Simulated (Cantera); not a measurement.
**Counterflow diffusion flame**

A counterflow diffusion flame at 1650 Torr, nozzles 20 mm apart: fuel side 31.6 % CH4, 6.33 % C2H6, 5.06 % C3H8, 57.0 % N2 at 425 K, oxidiser side 18.0 % O2, 82.0 % N2 at 523 K, fuel mass flux 0.9 times the oxidiser's; mixture-averaged transport, no radiation.

Computed with Cantera and GRI-Mech 3.0 (53 species, 325 reactions). GRI-Mech 3.0 was tuned for natural gas; its chemistry of propane as a main component is partial and can be far from experiment. GRI-Mech 3.0 has no aromatics or soot, which form on the fuel side of real flames. The maximum strain rate includes the flame's own expansion and is several times the mean. A flux with no burning solution from the previous one only brackets extinction.

```csv
oxidiser flux (kg/m²/s),max strain (1/s),mean strain (1/s),T max (K),peak x OH,peak x H,peak x NO,peak x CO,peak x C2H2
0.55,152,34.7,1945,0.00357,0.00141,0.000146,0.0279,0.0115
0.76,206,48.0,1931,0.00362,0.00151,0.000134,0.0283,0.0106
1,266,63.1,1918,0.00364,0.00159,0.000122,0.0287,0.00971
1.4,365,88.4,1901,0.00365,0.00168,0.000107,0.0293,0.00873
2,512,126,1881,0.00361,0.00176,8.80e-5,0.0301,0.00764
2.8,703,177,1857,0.00349,0.00180,6.83e-5,0.0309,0.00652
3.8,936,240,1830,0.00330,0.00179,4.92e-5,0.0318,0.00538
5.3,1270,335,1785,0.00290,0.00165,2.77e-5,0.0329,0.00387
```
x: mole fraction; the columns are a selection and need not sum to one.

At the next flux tried, 7.2 kg/m²/s, no burning solution was found from the previous one.
